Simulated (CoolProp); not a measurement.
Values from CoolProp's reference Helmholtz-energy equation of state, Polt 1992. This equation is an older, rougher fit.

Task: For cyclopropane, give the phase and the density (kg/m³), cp (kJ/(kg K)), cv (kJ/(kg K)), Joule-Thomson coefficient (K/MPa) at 332.8 K and 0.55 MPa; 348.4 K and 0.55 MPa; 379.5 K and 0.55 MPa.

Result: 
- 332.8 K and 0.55 MPa: gas; density 8.93, cp 1.62, cv 1.35, Joule-Thomson coefficient 16.8
- 348.4 K and 0.55 MPa: gas; density 8.45, cp 1.67, cv 1.42, Joule-Thomson coefficient 14.1
- 379.5 K and 0.55 MPa: gas; density 7.65, cp 1.80, cv 1.56, Joule-Thomson coefficient 10.2
